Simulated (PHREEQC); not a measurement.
# Acid rinse or clean (model solution)

Solution (25 °C): 0.014 mol/kgw HCl and 0.00021 mol/kgw ZnSO4. Closed to the air; pH follows from the charge balance.

All values are PHREEQC results (ion-association model, wateq4f.dat), not measurements.

No solid was allowed to form.

Q: Predict the pH.

A: pH 1.90.

Q: In which forms is S present?

A: SO4-2 53 %, HSO4- 46 %, ZnSO4 1.0 % of the S.

Species that the database lacks are ignored.
